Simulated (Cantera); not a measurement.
**Catalytic combustion on Pt**

An isothermal plug-flow reactor at 925 K and 1.60 bar (inlet), inlet velocity 4.9 m/s, active area per volume 370 1/m; feed 2.64 % CH4, 1.10 % O2, 95.3 % N2, 0.953 % H2O.

Computed with Cantera and Deutschmann's 1995 Pt surface mechanism with GRI-Mech 3.0 gas chemistry. Catalytic surfaces can have several steady states; this one follows from the mechanism file's or the stated starting coverage. Mass transfer to the wall is taken as infinitely fast.

```json
[
 {"z (m)": "0.00013", "x CH4": "0.0261", "x O2": "0.0106", "x H2O": "0.0101", "x CO2": "2.23e-7", "x CO": "0.000292", "θ free Pt": "0.649", "θ H*": "0.00105", "θ CO*": "0.0667", "θ C*": "0.284"},
 {"z (m)": "0.00026", "x CH4": "0.0259", "x O2": "0.0102", "x H2O": "0.0106", "x CO2": "4.81e-7", "x CO": "0.000532", "θ free Pt": "0.603", "θ H*": "0.00110", "θ CO*": "0.0864", "θ C*": "0.310"},
 {"z (m)": "0.0005", "x CH4": "0.0255", "x O2": "0.00969", "x H2O": "0.0112", "x CO2": "9.07e-7", "x CO": "0.000886", "θ free Pt": "0.541", "θ H*": "0.00119", "θ CO*": "0.104", "θ C*": "0.354"},
 {"z (m)": "0.00096", "x CH4": "0.0250", "x O2": "0.00898", "x H2O": "0.0122", "x CO2": "1.49e-6", "x CO": "0.00138", "θ free Pt": "0.465", "θ H*": "0.00131", "θ CO*": "0.112", "θ C*": "0.422"},
 {"z (m)": "0.0019", "x CH4": "0.0243", "x O2": "0.00804", "x H2O": "0.0134", "x CO2": "2.12e-6", "x CO": "0.00203", "θ free Pt": "0.379", "θ H*": "0.00147", "θ CO*": "0.105", "θ C*": "0.515"},
 {"z (m)": "0.0036", "x CH4": "0.0236", "x O2": "0.00708", "x H2O": "0.0146", "x CO2": "2.61e-6", "x CO": "0.00272", "θ free Pt": "0.300", "θ H*": "0.00160", "θ CO*": "0.0866", "θ C*": "0.612"},
 {"z (m)": "0.0069", "x CH4": "0.0229", "x O2": "0.00610", "x H2O": "0.0158", "x CO2": "2.96e-6", "x CO": "0.00345", "θ free Pt": "0.228", "θ H*": "0.00168", "θ CO*": "0.0628", "θ C*": "0.707"},
 {"z (m)": "0.013", "x CH4": "0.0222", "x O2": "0.00521", "x H2O": "0.0169", "x CO2": "3.15e-6", "x CO": "0.00413", "θ free Pt": "0.171", "θ H*": "0.00171", "θ CO*": "0.0417", "θ C*": "0.786"}
]
```
x: gas mole fraction; θ: surface coverage.
